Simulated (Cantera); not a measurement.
A closed system holds: 1 mol SiCl₄, 1.1 mol H₂, 4.7 mol HCl, equilibrated at 1075 °C and 11.0 bar.

These are equilibrium values from Cantera (NASA tables, ideal gas, pure condensed phases), not measurements of a reactor. The tables' values for SiCl₃ are old estimates; treat these amounts as uncertain. Rates play no part.

```tsv
species	before	after
HCl	0.694	0.765
SiCl₄	0.144	0.161
H₂	0.159	0.0721
SiCl₂	1.57e-5	6.52e-6
SiHCl₃	0.00189	0.000862
SiCl₃	0.000673	0.000458
```
Gas species are given as mole fractions.

### Question
Which change was made?
A. H₂ from 1.1 to 6.5 mol
B. temperature from 1075 °C to 1402 °C
C. H₂ from 1.1 to 0.45 mol
D. SiCl₄ replaced by Si

### Answer
C, H₂ from 1.1 to 0.45 mol
